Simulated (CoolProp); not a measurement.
m-xylene at 401.24 K and 6.08 MPa is throttled through a valve to 1.91 MPa with no heat exchange. Each further row changes one setting.

Model: reference Helmholtz-energy equation of state, Zhou 2012, in CoolProp.

| case | temperature change (K) | final density (kg/m³) |
|---|---|---|
| as stated | +1.3 | … |
| outlet pressure 0.573 MPa | … | 765 |
| outlet pressure 2.48 MPa | … | … |

Question: Some entries are withheld; supply them.

Answer: 
- as stated, final density (kg/m³): 768
- outlet pressure 0.573 MPa, temperature change (K): +1.7
- outlet pressure 2.48 MPa, temperature change (K): +1.2
- outlet pressure 2.48 MPa, final density (kg/m³): 769
